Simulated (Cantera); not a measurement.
Input (Python, Cantera):

```python
import numpy as np
import cantera as ct

gas = ct.Solution("gri30.yaml")
gas.TPX = 598, 100000, {'CH4': 1, 'H2': 0.043, 'O2': 3.6, 'N2': 12}
flame = ct.FreeFlame(gas, width=0.04)
flame.set_refine_criteria(ratio=3, slope=0.08, curve=0.16)
flame.transport_model = "mixture-averaged"
flame.solve(loglevel=0, auto=True)
z, T = flame.grid, flame.T
thick = (T[-1] - T[0]) / np.gradient(T, z).max()
show = ['CH4', 'H2', 'O2', 'CH3', 'NO2', 'HCO']
print(f"laminar burning velocity  {flame.velocity[0] * 100:.3f} cm/s")
print(f"burnt temperature         {T[-1]:.1f} K")
print(f"thermal thickness         {thick * 1e3:.4f} mm")
print(f"grid points               {len(z)}")
z0 = z[flame.heat_release_rate.argmax()]
print(f"{'z/mm':>9s}{'T/K':>9s}{'u/(m/s)':>9s}" + "".join(f"{s:>11s}" for s in show))
rows = []
for k in (-3, -2, -1.5, -1, -0.5, -0.25, 0, 0.25, 0.5, 1, 2, 4, 8):
    zz = z0 + k * thick
    rows.append([k * thick, np.interp(zz, z, T), np.interp(zz, z, flame.velocity),
                 *(np.interp(zz, z, flame.X[gas.species_index(s)]) for s in show)])
    print(f"{rows[-1][0] * 1e3:9.3f}{rows[-1][1]:9.1f}{rows[-1][2]:9.3f}" + "".join(f"{x:11.3e}" for x in rows[-1][3:]))
```

It prints:

```
laminar burning velocity  72.610 cm/s
burnt temperature         1926.4 K
thermal thickness         0.4579 mm
grid points               136
     z/mm      T/K  u/(m/s)        CH4         H2         O2        CH3        NO2        HCO
   -1.374    598.5    0.727  6.003e-02  2.859e-03  2.162e-01  2.695e-08  7.051e-11  7.179e-17
   -0.916    601.9    0.731  5.977e-02  3.254e-03  2.159e-01  2.277e-07  7.696e-10  3.417e-14
   -0.687    612.4    0.745  5.906e-02  3.678e-03  2.151e-01  8.969e-07  3.341e-09  1.852e-12
   -0.458    667.0    0.813  5.568e-02  4.426e-03  2.108e-01  6.314e-06  1.711e-08  3.403e-10
   -0.229    939.9    1.153  3.976e-02  5.600e-03  1.876e-01  1.447e-04  2.687e-08  1.949e-07
   -0.114   1234.3    1.521  2.250e-02  6.134e-03  1.594e-01  6.280e-04  1.182e-08  3.675e-06
    0.000   1533.9    1.896  5.742e-03  5.493e-03  1.262e-01  6.169e-04  4.348e-09  1.691e-05
    0.114   1669.8    2.060  4.702e-04  3.462e-03  1.076e-01  7.030e-05  1.807e-09  5.407e-06
    0.229   1722.9    2.119  2.259e-05  2.427e-03  1.013e-01  3.720e-06  1.859e-09  3.676e-07
    0.458   1787.3    2.187  6.328e-08  1.870e-03  9.728e-02  1.245e-08  2.672e-09  4.412e-09
    0.916   1851.8    2.257  2.729e-12  1.194e-03  9.532e-02  6.669e-13  4.372e-09  6.348e-10
    1.831   1895.9    2.305  9.246e-18  5.311e-04  9.485e-02  1.119e-17  7.315e-09  7.315e-11
    3.663   1917.3    2.328  1.960e-19  1.914e-04  9.490e-02  7.854e-19  1.023e-08  6.002e-12
```

Cantera simulation using GRI-Mech 3.0 (53 species, 325 reactions); the numbers are that mechanism's predictions, not measurements. Burning velocities carry a grid error of a few per cent, more on coarse grids.
